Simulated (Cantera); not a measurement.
An adiabatic, constant-volume homogeneous reactor starts with CH₄ : O₂ : N₂ = 1 : 3.77 : 14.2 (molar parts), equivalence ratio 0.53, at 1525 K and 23.0 bar. Integrator tolerance rtol = 1e-08.

Detailed kinetics in Cantera: GRI-Mech 3.0 (53 species, 325 reactions). The pressure lies above the range GRI-Mech 3.0 was tuned for (to about 10 atm).

### Question
What does this change do: 0.25 parts H2 added?

### Answer
| quantity | before | after |
|---|---|---|
| time of steepest temperature rise | 55.6 µs | 24.3 µs |
| temperature at 5.00 s | 2739 K | 2797 K |
| equilibrium temperature | 2739 K | 2797 K |
| x(CH₄) at 5.00 s | <1e-12 (gas-phase equilibrium <1e-12) | <1e-12 (gas-phase equilibrium <1e-12) |
| x(O₂) at 5.00 s | 0.0815 (gas-phase equilibrium 0.0815) | 0.0741 (gas-phase equilibrium 0.0741) |
| x(O) at 5.00 s | 0.00189 (gas-phase equilibrium 0.00189) | 0.00226 (gas-phase equilibrium 0.00226) |
| x(CH₂O) at 5.00 s | 4.88e-11 (gas-phase equilibrium 4.88e-11) | 9.38e-11 (gas-phase equilibrium 9.38e-11) |
| x(H₂) at 5.00 s | 0.000930 (gas-phase equilibrium 0.000930) | 0.00135 (gas-phase equilibrium 0.00135) |
| x(NO₂) at 5.00 s | 5.78e-5 (gas-phase equilibrium 5.78e-5) | 5.45e-5 (gas-phase equilibrium 5.45e-5) |

### Question
What does this change do: constant pressure in place of constant volume?

### Answer
| quantity | before | after |
|---|---|---|
| time of steepest temperature rise | 55.6 µs | 59.5 µs |
| temperature at 5.00 s | 2739 K | 2530 K |
| equilibrium temperature | 2739 K | 2530 K |
| x(CH₄) at 5.00 s | <1e-12 (gas-phase equilibrium <1e-12) | <1e-12 (gas-phase equilibrium <1e-12) |
| x(O₂) at 5.00 s | 0.0815 (gas-phase equilibrium 0.0815) | 0.0846 (gas-phase equilibrium 0.0846) |
| x(O) at 5.00 s | 0.00189 (gas-phase equilibrium 0.00189) | 0.00103 (gas-phase equilibrium 0.00103) |
| x(CH₂O) at 5.00 s | 4.88e-11 (gas-phase equilibrium 4.88e-11) | 7.38e-12 (gas-phase equilibrium 7.38e-12) |
| x(H₂) at 5.00 s | 0.000930 (gas-phase equilibrium 0.000930) | 0.000504 (gas-phase equilibrium 0.000504) |
| x(NO₂) at 5.00 s | 5.78e-5 (gas-phase equilibrium 5.78e-5) | 3.91e-5 (gas-phase equilibrium 3.91e-5) |

### Question
What does this change do: 0.63 parts H2 added?

### Answer
| quantity | before | after |
|---|---|---|
| time of steepest temperature rise | 55.6 µs | 12.1 µs |
| temperature at 5.00 s | 2739 K | 2878 K |
| equilibrium temperature | 2739 K | 2878 K |
| x(CH₄) at 5.00 s | <1e-12 (gas-phase equilibrium <1e-12) | <1e-12 (gas-phase equilibrium <1e-12) |
| x(O₂) at 5.00 s | 0.0815 (gas-phase equilibrium 0.0815) | 0.0634 (gas-phase equilibrium 0.0634) |
| x(O) at 5.00 s | 0.00189 (gas-phase equilibrium 0.00189) | 0.00282 (gas-phase equilibrium 0.00282) |
| x(CH₂O) at 5.00 s | 4.88e-11 (gas-phase equilibrium 4.88e-11) | 2.25e-10 (gas-phase equilibrium 2.25e-10) |
| x(H₂) at 5.00 s | 0.000930 (gas-phase equilibrium 0.000930) | 0.00224 (gas-phase equilibrium 0.00224) |
| x(NO₂) at 5.00 s | 5.78e-5 (gas-phase equilibrium 5.78e-5) | 4.91e-5 (gas-phase equilibrium 4.91e-5) |
